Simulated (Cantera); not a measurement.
Feed: 1 mol Zr, 19 mol N2O, equilibrated at 1 atm.

Equilibrium computed with Cantera from the NASA thermochemical tables; the gas is ideal and each condensed phase is pure. Candidate condensed phases: Zr, ZrN, ZrO2; 13 gas species. Rates play no part.

x: gas mole fraction; n: condensed amount in mol.

| T (°C) | x N2 | x O2 | x NO | x NO2 | x O | x N2O | n ZrO2(monoclinic) | n ZrO2(tetragonal) |
|---|---|---|---|---|---|---|---|---|
| 552 | 0.691 | 0.309 | [?] | 1.00e-6 | <1e-12 | 3.35e-10 | 1.00 | 0 |
| 652 | 0.691 | 0.309 | [?] | 1.69e-6 | 7.40e-12 | 1.23e-9 | 1.00 | 0 |
| 752 | 0.691 | 0.309 | [?] | 2.58e-6 | 1.82e-10 | 3.52e-9 | 1.00 | 0 |
| 852 | 0.691 | 0.309 | [?] | 3.67e-6 | 2.55e-9 | 8.39e-9 | 1.00 | 0 |
| 952 | 0.691 | 0.309 | [?] | 4.93e-6 | 2.32e-8 | 1.74e-8 | 1.00 | 0 |
| 1052 | 0.691 | 0.309 | [?] | 6.34e-6 | 1.52e-7 | 3.26e-8 | 1.00 | 0 |
| 1152 | 0.690 | 0.309 | [?] | 7.88e-6 | 7.66e-7 | 5.60e-8 | 1.00 | 0 |
| 1252 | 0.690 | 0.308 | [?] | 9.52e-6 | 3.12e-6 | 8.99e-8 | 0 | 1.00 |

What belongs in the gaps?


- 552, x NO: 3.45e-6
- 652, x NO: 1.46e-5
- 752, x NO: 4.65e-5
- 852, x NO: 0.000121
- 952, x NO: 0.000268
- 1052, x NO: 0.000527
- 1152, x NO: 0.000944
- 1252, x NO: 0.00156
